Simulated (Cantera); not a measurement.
Charge: 1 mol AlCl3, 0.77 mol O2, 18 mol N2, at 1.33 mbar.

Equilibrium computed with Cantera from the NASA thermochemical tables; the gas is ideal and each condensed phase is pure. Candidate condensed phases: Al, AlCl3, AlN, Al2O3; 24 gas species. The numbers say what is thermodynamically allowed, not how fast it happens.

x: gas mole fraction; n: condensed amount in mol.

| T (°C) | x N2 | x Cl | x Cl2 | x O2 | x AlCl3 | n Al2O3(s) |
|---|---|---|---|---|---|---|
| 727 | 0.921 | 0.00292 | 0.0753 | 0.00102 | 4.02e-7 | 0.500 |
| 777 | 0.919 | 0.00589 | 0.0737 | 0.00102 | 1.61e-6 | 0.500 |
| 827 | 0.917 | 0.0110 | 0.0709 | 0.00102 | 5.54e-6 | 0.500 |
| 877 | 0.913 | 0.0194 | 0.0664 | 0.00102 | 1.62e-5 | 0.500 |
| 927 | 0.908 | (withheld) | (withheld) | 0.00103 | (withheld) | 0.500 |
| 977 | 0.900 | 0.0482 | 0.0508 | 0.00105 | 8.35e-5 | 0.499 |
| 1027 | 0.891 | (withheld) | (withheld) | 0.00108 | (withheld) | 0.499 |
| 1077 | 0.881 | 0.0886 | 0.0288 | 0.00110 | 0.000197 | 0.498 |
| 1127 | 0.873 | 0.107 | 0.0189 | 0.00111 | 0.000227 | 0.498 |
| 1177 | 0.866 | 0.121 | 0.0114 | 0.00109 | 0.000223 | 0.498 |
| 1227 | 0.862 | 0.130 | 0.00659 | 0.00106 | 0.000196 | 0.498 |

**Question.** Some entries are withheld; supply them.

**Answer.** 
- 927, x Cl: 0.0316
- 927, x Cl2: 0.0597
- 927, x AlCl3: 4.03e-5
- 1027, x Cl: 0.0680
- 1027, x Cl2: 0.0400
- 1027, x AlCl3: 0.000142
